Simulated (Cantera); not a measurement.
Input: 1 mol SiO2, 480 mol H2, equilibrated at 6.15 Torr.

These are equilibrium values from Cantera (NASA tables, ideal gas, pure condensed phases), not measurements of a reactor. Candidate condensed phases: H2O, Si, SiO2; 18 gas species. The tables hold silica as quartz up to 1696 K and as liquid above; real silica turns to tridymite and cristobalite and melts near 1996 K. Kinetics and transport are ignored.

### Question
What share of the Si ends up in condensed phases as a function of T (°C), at 677, 777, 877, 977, 1077, 1177, 1277, 1377, 1477?

### Answer
```tsv
T (°C)	Si condensed (%)	as
677	100.0	SiO2(β-quartz)
777	100.0	SiO2(β-quartz)
877	100.0	SiO2(β-quartz)
977	99.7	SiO2(β-quartz)
1077	98.0	SiO2(β-quartz)
1177	89.6	SiO2(β-quartz)
1277	55.9	SiO2(β-quartz)
1377	0.0	-
1477	0.0	-
```
